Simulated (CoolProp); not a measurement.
A single-stage vapour-compression cycle with C3F8 (R218): evaporating at 262.15 K (dew point), condensing at 300.15 K (bubble point), superheat 0 K, subcooling 8 K, compressor efficiency 0.85, no pressure losses. Each further row changes one setting.

The numbers come from the reference Helmholtz-energy equation of state, Lemmon 2006 in CoolProp. It is a short technical equation, of lower accuracy than the large ones.

```
case                              cooling COP  pressure ratio  discharge temperature (K)  refrigerating effect (kJ/kg)  volumetric capacity (kJ/m³)
--------------------------------  -----------  --------------  -------------------------  ----------------------------  ---------------------------
as stated                                4.65            3.21                      300.2                          62.3                         1710
evaporating temperature 267.15 K         5.69            2.70                      300.2                          65.3                         2130
condensing temperature 295.15 K          5.67            2.80                      295.1                          67.9                         1870
subcooling 13 K                          5.07            3.21                      300.2                          67.9                         1870
superheat 10 K                           4.83            3.21                      301.0                          70.3                         1830
compressor efficiency 0.75               4.10            3.21                      300.2                          62.3                         1710
```

The compression ends wet for: as stated; evaporating temperature 267.15 K; condensing temperature 295.15 K; subcooling 13 K; compressor efficiency 0.75.
